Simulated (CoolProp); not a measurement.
Vapour-liquid equilibrium of diethyl ether (1) + benzene (2) at 139.05 °C; x and y are mole fractions of (1).

Values from CoolProp's multi-fluid Helmholtz-energy mixture model, Thol 2014 and Thol 2012; pair parameters Bell 2016.

Give the bubble pressure and the first vapour's composition at x = 0.5, 0.575, 0.725. Is there an azeotrope?

x = 0.5: 928.1 kPa, y = 0.713; x = 0.575: 1002 kPa, y = 0.768; x = 0.725: 1155 kPa, y = 0.862. No azeotrope shows between x = 0.05 and 0.95.

Pair parameters are fitted to limited data, so mixtures are less certain than the pure fluids.
